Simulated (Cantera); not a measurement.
A closed system holds: 1 mol C2F6, 9.3 mol H2, at 2698.15 K and 37.0 mbar.

Method: chemical equilibrium by Gibbs-energy minimisation in Cantera with the NASA 1993 tables (ideal gas, pure condensed phases). Candidate condensed phases: C, C6H6, C7H8, C8H18; 95 gas species. The feed counts by its element totals alone. The numbers say what is thermodynamically allowed, not how fast it happens.

Base state: HF 0.443, H2 0.369, H 0.178, C2H2 (acetylene) 0.00863, F 0.000722, C2H 0.000441, C3 0.000232, C4H2 8.40e-5 (mole fractions); condensed: C(graphite).

Problem. What changes in the equilibrium state with this change: H2 from 9.3 to 0.085 mol?

Solution. 
```csv
species,before,after
F,0.000722,0.556
CF2,6.05e-7,0.359
HF,0.443,0.0395
H2,0.369,4.92e-9
H,0.178,2.06e-5
CF,4.13e-5,0.0318
C2H2 (acetylene),0.00863,<1e-9
CF4,<1e-9,0.00789
"C(graphite), mol",1.74,0.256
```
Gases not in the tables: C2F6 and larger saturated fluorocarbons.

Problem. What changes in the equilibrium state with this change: H2 from 9.3 to 0.25 mol?

Solution. 
```json
[
 {"species": "F", "before": "0.000722", "after": "0.526"},
 {"species": "CF2", "before": "6.05e-7", "after": "0.320"},
 {"species": "HF", "before": "0.443", "after": "0.112"},
 {"species": "H2", "before": "0.369", "after": "4.47e-8"},
 {"species": "H", "before": "0.178", "after": "6.20e-5"},
 {"species": "CF", "before": "4.13e-5", "after": "0.0301"},
 {"species": "C2H2 (acetylene)", "before": "0.00863", "after": "1.05e-9"},
 {"species": "CF4", "before": "<1e-9", "after": "0.00630"},
 {"species": "CF3", "before": "<1e-9", "after": "0.00479"},
 {"species": "C4H2", "before": "8.40e-5", "after": "<1e-9"},
 {"species": "C(graphite), mol", "before": "1.74", "after": "0.387"}
]
```
Gases not in the tables: C2F6 and larger saturated fluorocarbons.
